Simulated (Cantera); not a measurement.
## Transport properties of process gases

Gas mixture: 31.1 % N2, 25.3 % NO, 43.7 % CO2, at 20.0 Torr, frozen composition.

Cantera's kinetic-theory transport with the Lennard-Jones parameters of GRI-Mech 3.0, ideal gas; thermal conductivity in the mixture-averaged form.

```json
[
 {"T (K)": "400", "ρ (kg/m³)": "0.0285", "cp (J/kg/K)": "977.5", "μ (µPa s)": "21.2", "λ (mW/m/K)": "29.2", "Pr": "0.711", "D (cm²/s) OH": "17.8", "D (cm²/s) CH3": "12.7", "D (cm²/s) CH4": "12.6"},
 {"T (K)": "500", "ρ (kg/m³)": "0.0228", "cp (J/kg/K)": "1025", "μ (µPa s)": "25.3", "λ (mW/m/K)": "36.3", "Pr": "0.714", "D (cm²/s) OH": "26.2", "D (cm²/s) CH3": "18.9", "D (cm²/s) CH4": "18.8"},
 {"T (K)": "600", "ρ (kg/m³)": "0.0190", "cp (J/kg/K)": "1068", "μ (µPa s)": "29.0", "λ (mW/m/K)": "43.3", "Pr": "0.717", "D (cm²/s) OH": "35.8", "D (cm²/s) CH3": "25.9", "D (cm²/s) CH4": "25.8"},
 {"T (K)": "700", "ρ (kg/m³)": "0.0163", "cp (J/kg/K)": "1106", "μ (µPa s)": "32.5", "λ (mW/m/K)": "50.0", "Pr": "0.719", "D (cm²/s) OH": "46.5", "D (cm²/s) CH3": "33.8", "D (cm²/s) CH4": "33.6"},
 {"T (K)": "800", "ρ (kg/m³)": "0.0142", "cp (J/kg/K)": "1141", "μ (µPa s)": "35.7", "λ (mW/m/K)": "56.5", "Pr": "0.721", "D (cm²/s) OH": "58.3", "D (cm²/s) CH3": "42.5", "D (cm²/s) CH4": "42.2"},
 {"T (K)": "900", "ρ (kg/m³)": "0.0126", "cp (J/kg/K)": "1171", "μ (µPa s)": "38.8", "λ (mW/m/K)": "62.8", "Pr": "0.724", "D (cm²/s) OH": "71.1", "D (cm²/s) CH3": "51.9", "D (cm²/s) CH4": "51.6"},
 {"T (K)": "1000", "ρ (kg/m³)": "0.0114", "cp (J/kg/K)": "1197", "μ (µPa s)": "41.7", "λ (mW/m/K)": "68.9", "Pr": "0.725", "D (cm²/s) OH": "84.8", "D (cm²/s) CH3": "62.0", "D (cm²/s) CH4": "61.6"}
]
```
D: mixture-averaged diffusion coefficient of that species in the mixture.
